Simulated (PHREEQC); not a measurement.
PHREEQC input (ion-association model, phreeqc.dat):

```
SOLUTION 1
  temp 25
  units mol/kgw
  pH 7 charge
  Cl 0.022
  Mg 0.011
SOLUTION 2
  temp 25
  units mol/kgw
  pH 7 charge
  Cl 0.05
  Mn(2) 0.025
END
SELECTED_OUTPUT 1
  -reset false
  -pH true
  -pe true
  -ionic_strength true
  -water true
  -totals Cl Mg Mn Mn(2) Mn(3)
  -molalities H+ Mg+2 Mn+2 Cl- OH- O2 MgOH+ MnOH+ Mn(OH)3- MnCl+
    MnCl2 MnCl3- Mn+3
  -equilibrium_phases Pyrochroite
PRINT
  -reset false
MIX 1
  1 1
  2 0
EQUILIBRIUM_PHASES 1
  Pyrochroite 0 0
END
# ... the last block is repeated for the other 10 points of share of solution B
```

Selected output (columns that matter, 11 of 11 rows; share of solution B added in front):

```
share of solution B	pH	mu	Cl	Mg	Mn	m_H+	m_Mg+2	m_Mn+2	m_Cl-	m_OH-	m_MnCl+
0	6.7465	0.033	0.022	0.011	0	2.0597e-07	0.011	0	0.022	6.7316e-08	0
0.1	6.6033	0.036951	0.0248	0.0099	0.0025	2.8785e-07	0.0098999	0.0023761	0.024675	4.8821e-08	0.00012278
0.2	6.5215	0.040865	0.0276	0.0088	0.005	3.492e-07	0.0087999	0.0047334	0.027331	4.0744e-08	0.00026421
0.3	6.4646	0.044742	0.0304	0.0077	0.0075	3.9978e-07	0.0077	0.0070729	0.029969	3.5995e-08	0.00042305
0.4	6.4212	0.048586	0.0332	0.0066	0.01	4.4347e-07	0.0066	0.0093957	0.03259	3.2793e-08	0.00059823
0.5	6.3864	0.052398	0.036	0.0055	0.0125	4.8224e-07	0.0055	0.011703	0.035195	3.0454e-08	0.00078883
0.6	6.3573	0.056179	0.0388	0.0044	0.015	5.173e-07	0.0044	0.013995	0.037784	2.8653e-08	0.00099406
0.7	6.3325	0.059931	0.0416	0.0033	0.0175	5.4942e-07	0.0033	0.016272	0.040359	2.7212e-08	0.0012132
0.8	6.3109	0.063656	0.0444	0.0022	0.02	5.7914e-07	0.0022	0.018536	0.042919	2.6027e-08	0.0014456
0.9	6.2918	0.067354	0.0472	0.0011	0.0225	6.0688e-07	0.0011	0.020787	0.045466	2.5031e-08	0.0016907
1	6.2747	0.071026	0.05	0	0.025	6.3292e-07	0	0.023026	0.048	2.4179e-08	0.001948
```
